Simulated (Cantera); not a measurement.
## Diamond growth

A diamond (100) surface in a fixed gas of H2 with x(CH4) = 0.0028, x(CH3) = 0.00012, at 1023 K, 17.3 Torr; coverages are run to steady state.

Model: the Harris–Goodwin 1993 mechanism for the reconstructed diamond (100) surface, integrated in Cantera.

| x(H) | growth (µm/h) | θ c6HH | θ c6H* | θ c6*H | θ c6** | θ c6HM |
|---|---|---|---|---|---|---|
| 0.0001 | 0.147 | 0.578 | 0.0171 | 0.329 | 0.00431 | 0.0495 |
| 0.00025 | 0.348 | 0.556 | 0.0182 | 0.350 | 0.00688 | 0.0487 |
| 0.0006 | 0.661 | 0.553 | 0.0189 | 0.364 | 0.00887 | 0.0396 |
| 0.0015 | 1.04 | 0.559 | 0.0195 | 0.376 | 0.0102 | 0.0251 |
| 0.0036 | 1.32 | 0.567 | 0.0200 | 0.384 | 0.0109 | 0.0134 |
| 0.0089 | 1.49 | 0.571 | 0.0203 | 0.388 | 0.0113 | 0.00614 |
| 0.022 | 1.57 | 0.574 | 0.0204 | 0.391 | 0.0115 | 0.00262 |
| 0.054 | 1.61 | 0.575 | 0.0206 | 0.391 | 0.0115 | 0.00109 |
| 0.13 | 1.63 | 0.575 | 0.0210 | 0.391 | 0.0116 | 0.000459 |
θ: site fractions in the mechanism's names (c6HH fully hydrogenated, c6H* and c6*H radical sites, c6** diradical, c6HM methylated).
